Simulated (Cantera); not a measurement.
Feed: 1 mol SiCl4, 1400 mol H2, 2.4 mol CH4, held at 1048.15 K and 0.100 bar.

Equilibrium computed with Cantera from the NASA thermochemical tables; the gas is ideal and each condensed phase is pure. Candidate condensed phases: C, C6H6, C7H8, C8H18, Si, SiC; 109 gas species. The numbers say what is thermodynamically allowed, not how fast it happens.

Base state: H2 0.996, HCl 0.00285, CH4 0.000996 (mole fractions); condensed: SiC(s).

**Question.** What changes in the equilibrium state with this change: pressure from 0.100 bar to 1.10 mbar?

**Answer.** 
| species | before | after |
|---|---|---|
| H2 | 0.996 | 0.997 |
| HCl | 0.00285 | 0.00284 |
| CH4 | 0.000996 | 6.38e-5 |
| SiC(s), mol | 1.000 | 1.000 |
| C(graphite), mol | 0 | 1.31 |
